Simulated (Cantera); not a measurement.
An isothermal, constant-pressure homogeneous reactor starts with 0.479 % CO, 1.76 % O₂, 0.0332 % H₂O, 97.7 % N₂, at 1448 K and 0.210 bar.

Cantera simulation using GRI-Mech 3.0 (53 species, 325 reactions); the numbers are that mechanism's predictions, not measurements.

Problem. Predict: x(CO) at 100 s; x(O₂) at 100 s; x(H₂O) at 100 s; x(H) at 100 s; x(NO) at 100 s; x(OH) at 100 s.

Solution. 
| Property | Value |
|---|---|
| x(CO) at 100 s | 1.86e-7 (gas-phase equilibrium 1.87e-7) |
| x(O₂) at 100 s | 0.0152 (gas-phase equilibrium 0.0151) |
| x(H₂O) at 100 s | 0.000332 (gas-phase equilibrium 0.000332) |
| x(H) at 100 s | 1.49e-9 (gas-phase equilibrium 1.50e-9) |
| x(NO) at 100 s | 3.78e-6 (gas-phase equilibrium 0.000282) |
| x(OH) at 100 s | 2.17e-6 (gas-phase equilibrium 2.16e-6) |
